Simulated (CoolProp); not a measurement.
Vapour-liquid equilibrium of m-xylene (1) + n-nonane (2) at 2.36 kPa; x and y are mole fractions of (1).

Model: multi-fluid Helmholtz-energy mixture model, Zhou 2012 and Lemmon 2006; pair parameters Bell 2016, in CoolProp.

Task: Give the bubble temperature and the first vapour's composition at x = 0.35, 0.5, 0.8. Is there an azeotrope?

Result: x = 0.35: 315.6 K, y = 0.529; x = 0.5: 314.1 K, y = 0.644; x = 0.8: 312.3 K, y = 0.840. No azeotrope shows between x = 0.05 and 0.95.

The pair parameters rest on a limited set of measurements; away from them the model extrapolates.
